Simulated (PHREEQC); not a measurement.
Dissolve 0.016 mol/kgw Cu(BF4)2 and 0.00074 mol/kgw HCl at 35 °C. Closed to the air; pH follows from the charge balance.

Computed with PHREEQC (ion-association model, wateq4f.dat).

Each row changes one thing in this solution. Precipitation was switched off in this run.

| case | pH | ionic strength (mol/kgw) | HF (mol/kgw) | F- (mol/kgw) | Cl- (mol/kgw) | H2F2 (mol/kgw) |
|---|---|---|---|---|---|---|
| as made | 2.75 | 0.0493 | 0.00622 | 0.00244 | 0.000717 | 7.07e-5 |
| temperature from 35 to 90 °C | 2.94 | 0.0478 | 0.0152 | 0.00308 | 0.000594 | 4.51e-5 |
| diluted 10-fold with water | 3.04 | 0.00570 | 0.00296 | 0.00195 | 7.36e-5 | 1.58e-5 |
| Cu(BF4)2 replaced by LiF at the same molality | 4.56 | 0.0160 | 0.000666 | 0.0152 | 0.000740 | 8.03e-7 |
| 0.002 mol/kgw HF added | 2.71 | 0.0496 | 0.00678 | 0.00238 | 0.000717 | 8.38e-5 |
| diluted 2-fold with water | 2.86 | 0.0251 | 0.00501 | 0.00238 | 0.000363 | 4.55e-5 |
| HCl from 0.00074 to 0.0074 mol/kgw | 2.24 | 0.0540 | 0.00802 | 0.000977 | 0.00717 | 0.000118 |

Species that the database lacks are ignored. Away from 25 °C the constants follow the database's enthalpies or fits; those with neither stay at their 25 °C values. Real BF4- forms and hydrolyses slowly; the run takes it at equilibrium.
